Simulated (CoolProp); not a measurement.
A single-stage vapour-compression cycle with the fluid: evaporating at 264.15 K (dew point), condensing at 334.15 K (bubble point), superheat 8 K, subcooling 2 K, compressor efficiency 0.8, no pressure losses. The same conditions are run with several fluids, on thermodynamics alone (safety and materials aside).

Computed with CoolProp (reference Helmholtz-energy equation of state of each fluid (hydrogen sulfide: Lemmon 2006; R152A: Outcalt 1996; R410A: Lemmon 2003; R227EA: Lemmon 2016; R507A: Lemmon 2003; R21: Platzer 1990)). The equations of Platzer and Polt are older, rougher fits. Blends and air are pseudo-pure fits.

Question: Rank hydrogen sulfide, R152A, R410A, R227EA, R507A, R21 by cooling COP, highest first.

Answer: R21 (2.40), R152A (2.17), hydrogen sulfide (2.05), R410A (1.72), R227EA (1.62), R507A (1.50)

```json
[
 {"fluid": "hydrogen sulfide", "pressure ratio": "5.66", "discharge temperature (K)": "447.3", "refrigerating effect (kJ/kg)": "332", "volumetric capacity (kJ/m³)": "4300"},
 {"fluid": "R152A", "pressure ratio": "8.14", "discharge temperature (K)": "375.5", "refrigerating effect (kJ/kg)": "201", "volumetric capacity (kJ/m³)": "1170"},
 {"fluid": "R410A", "pressure ratio": "6.63", "discharge temperature (K)": "382.8", "refrigerating effect (kJ/kg)": "122", "volumetric capacity (kJ/m³)": "2620"},
 {"fluid": "R227EA", "pressure ratio": "8.75", "discharge temperature (K)": "334.1", "refrigerating effect (kJ/kg)": "53.9", "volumetric capacity (kJ/m³)": "589"},
 {"fluid": "R507A", "pressure ratio": "6.48", "discharge temperature (K)": "355.6", "refrigerating effect (kJ/kg)": "70.7", "volumetric capacity (kJ/m³)": "1620"},
 {"fluid": "R21", "pressure ratio": "11.2", "discharge temperature (K)": "400.4", "refrigerating effect (kJ/kg)": "182", "volumetric capacity (kJ/m³)": "404"}
]
```

The compression ends wet for: R227EA.
